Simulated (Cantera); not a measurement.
An isothermal, constant-pressure homogeneous reactor starts with 55.6 % CH₄, 44.4 % CO₂, at 1300 K and 0.133 bar.

Cantera simulation using GRI-Mech 3.0 (53 species, 325 reactions); the numbers are that mechanism's predictions, not measurements.

Predict: x(CH₄) at 50.0 s; x(CO₂) at 50.0 s; x(H) at 50.0 s; x(C₂H₄) at 50.0 s; x(OH) at 50.0 s.


* **x(CH₄) at 50.0 s**: 0.461 (gas-phase equilibrium 0.0402)
* **x(CO₂) at 50.0 s**: 0.397 (gas-phase equilibrium 8.96e-7)
* **x(H) at 50.0 s**: 1.93e-7 (gas-phase equilibrium 2.13e-6)
* **x(C₂H₄) at 50.0 s**: 0.00213 (gas-phase equilibrium 0.00138)
* **x(OH) at 50.0 s**: 1.07e-9 (gas-phase equilibrium <1e-12)
